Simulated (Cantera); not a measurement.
A Cantera script and its output.

```python
import numpy as np
import cantera as ct

gas = ct.Solution("gri30.yaml")
gas.TPX = 1325, 101325, {'N2O': 1, 'H2O': 0.052, 'N2': 0.015}
inlet = ct.Reservoir(gas, clone=True)

reactor = ct.IdealGasConstPressureReactor(gas, energy="off", clone=False)
exhaust = ct.Reservoir(gas, clone=True)
tau = [3.5, 1.1, 0.35, 0.11, 0.036, 0.011, 0.0036, 0.0011][0]
for a, b in ((inlet, reactor), (reactor, exhaust)):
    ct.MassFlowController(a, b, mdot=lambda t: reactor.mass / tau)
net = ct.ReactorNet([reactor])
show = ['N2O', 'H2O', 'O', 'HO2', 'NO2', 'H2O2']

rows = []
print(f"{'tau/s':>10s}{'T/K':>9s}" + "".join(f"{s:>11s}" for s in show))
for tau in [3.5, 1.1, 0.35, 0.11, 0.036, 0.011, 0.0036, 0.0011]:
    net.initial_time = 0.0
    net.advance(30 * tau)
    before = gas.X
    net.advance(40 * tau)
    drift = np.max(np.abs(gas.X - before) / (gas.X + 1e-9))
    rows.append([gas.T, *gas[show].X, drift])
    print(f"{tau:10.3e}{gas.T:9.1f}" + "".join(f"{x:11.3e}" for x in gas[show].X))
```

Result:

```
     tau/s      T/K        N2O        H2O          O        HO2        NO2       H2O2
 3.500e+00   1325.0  4.442e-02  3.391e-02  2.921e-06  1.723e-07  4.429e-04  1.766e-08
 1.100e+00   1325.0  1.156e-01  3.509e-02  4.512e-06  2.565e-07  6.246e-04  2.632e-08
 3.500e-01   1325.0  2.633e-01  3.754e-02  6.390e-06  4.256e-07  7.952e-04  3.708e-08
 1.100e-01   1325.0  4.948e-01  4.137e-02  8.156e-06  8.337e-07  8.937e-04  4.850e-08
 3.600e-02   1325.0  7.140e-01  4.501e-02  9.380e-06  1.776e-06  8.481e-04  5.750e-08
 1.100e-02   1325.0  8.528e-01  4.731e-02  1.022e-05  3.781e-06  6.170e-04  6.866e-08
 3.600e-03   1325.0  9.074e-01  4.821e-02  1.077e-05  6.517e-06  3.249e-04  9.367e-08
 1.100e-03   1325.0  9.279e-01  4.855e-02  1.108e-05  9.371e-06  1.026e-04  1.369e-07
```

Detailed kinetics in Cantera: GRI-Mech 3.0 (53 species, 325 reactions). GRI-Mech 3.0 was tuned for natural gas; its chemistry of N2O as a main component is partial and can be far from experiment. The mechanism lacks the step 2 NO + O2 → 2 NO2, which can matter for NO2 below about 1400 K. The temperature is held fixed by assumption; the heat of reaction is taken as removed at once.
